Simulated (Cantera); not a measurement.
Charge: 1 mol AlBr3, 1.2 mol O2, a varied amount of N2, equilibrated at 1473.15 K and 1.00 bar.

Method: chemical equilibrium by Gibbs-energy minimisation in Cantera with the NASA 1993 tables (ideal gas, pure condensed phases). Candidate condensed phases: Al, AlBr3, AlN, Al2O3, Br2; 21 gas species. Rates play no part.

x: gas mole fraction; n: condensed amount in mol.

| n(N2) (mol) | x N2 | x Br2 | x Br | x O2 | x NO | x NO2 | n Al2O3(s) |
|---|---|---|---|---|---|---|---|
| 6.6 | 0.737 | 0.122 | 0.0904 | 0.0500 | 0.000505 | 1.44e-6 | 0.500 |
| 9.5 | 0.798 | (withheld) | (withheld) | (withheld) | (withheld) | (withheld) | 0.500 |
| 14 | 0.850 | 0.0595 | 0.0631 | 0.0271 | 0.000400 | 8.39e-7 | 0.500 |
| 20 | 0.887 | 0.0405 | 0.0521 | 0.0198 | 0.000349 | 6.25e-7 | 0.500 |
| 29 | 0.917 | 0.0264 | 0.0420 | 0.0141 | 0.000299 | 4.53e-7 | 0.500 |
| 41 | 0.938 | 0.0173 | 0.0340 | 0.0102 | 0.000257 | 3.30e-7 | 0.500 |
| 59 | 0.955 | (withheld) | (withheld) | (withheld) | (withheld) | (withheld) | 0.500 |
| 85 | 0.967 | 0.00658 | 0.0210 | 0.00503 | 0.000184 | 1.66e-7 | 0.500 |
| 120 | 0.976 | 0.00401 | 0.0164 | 0.00358 | 0.000156 | 1.19e-7 | 0.500 |
| 180 | 0.983 | 0.00217 | 0.0120 | 0.00239 | 0.000128 | 7.97e-8 | 0.500 |
| 260 | 0.988 | 0.00121 | 0.00899 | 0.00166 | 0.000106 | 5.53e-8 | 0.500 |
| 370 | 0.991 | 0.000671 | 0.00670 | 0.00116 | 8.93e-5 | 3.88e-8 | 0.500 |

**Question.** What belongs in the gaps?

**Answer.** 
- 9.5, x Br2: 0.0877
- 9.5, x Br: 0.0766
- 9.5, x O2: 0.0376
- 9.5, x NO: 0.000456
- 9.5, x NO2: 1.13e-6
- 59, x Br2: 0.0108
- 59, x Br: 0.0269
- 59, x O2: 0.00717
- 59, x NO: 0.000218
- 59, x NO2: 2.35e-7
